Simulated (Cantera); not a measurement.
An adiabatic, constant-pressure homogeneous reactor starts with 10.1 % CH4, 0.836 % H2, 18.7 % O2, 70.3 % N2, at 950 K and 0.987 atm.

Model: GRI-Mech 3.0 (53 species, 325 reactions), integrated in Cantera. Below about 1000 K GRI-Mech 3.0 lacks low-temperature oxidation paths.

Task: Predict: time of steepest temperature rise; temperature at 3.00 s; equilibrium temperature; x(H2) at 3.00 s; x(O2) at 3.00 s; x(OH) at 3.00 s; x(N2O) at 3.00 s; x(NO2) at 3.00 s; x(H2O2) at 3.00 s.

Result: time of steepest temperature rise: 0.367 s
temperature at 3.00 s: 2541 K
equilibrium temperature: 2541 K
x(H2) at 3.00 s: 0.0174 (gas-phase equilibrium 0.0174)
x(O2) at 3.00 s: 0.00567 (gas-phase equilibrium 0.00567)
x(OH) at 3.00 s: 0.00894 (gas-phase equilibrium 0.00894)
x(N2O) at 3.00 s: 1.95e-7 (gas-phase equilibrium 1.95e-7)
x(NO2) at 3.00 s: 5.29e-7 (gas-phase equilibrium 5.29e-7)
x(H2O2) at 3.00 s: 1.04e-7 (gas-phase equilibrium 1.04e-7)
